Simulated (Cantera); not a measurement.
A closed system holds: 1 mol SiO₂, 1.4 mol CO, 11 mol H₂, 1.7 mol N₂, held at 2200 Pa.

Cantera equilibrium calculation (NASA polynomials, part measured and part estimated; ideal gas, pure solids and liquids). Candidate condensed phases: C, C₆H₆, C₇H₈, C₈H₁₈, H₂O, Si, SiC, SiO₂, Si₂N₂O, Si₃N₄; 151 gas species. Rates play no part.

Q: At 823 K, list the 5 most abundant gas species with their mole fractions, and the condensed phases.

A: H₂ 0.766, N₂ 0.125, CO 0.0744, H₂O 0.0166, CH₄ 0.0121. Condensed: C(graphite) + SiO₂(α-quartz).
